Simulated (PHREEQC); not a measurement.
Buffer with brine (model solution)

Solution A (0.2 mol NH4Cl, 0.63 mol NaOH and 0.025 mol KCl per kg of water) is mixed with solution B (3.2 mmol/kgw NaOH and 3.5 mmol/kgw H3BO3) at 55 °C; shares are by mass of water, 1 kg in all. O2 is buffered at 0.21 atm. No CO2 enters from the air. Solids allowed: Halite, Sylvite. Others were left out.

The series has 11 steps of share of solution B, from 0 to 1.

All values are PHREEQC results (ion-association model, phreeqc.dat), not measurements.

Between which two steps does the pH jump most, and from what to what?

Between share of solution B = 0.9 and 1: from 11.66 to 9.64.

Constants without temperature data keep their 25 °C values here.
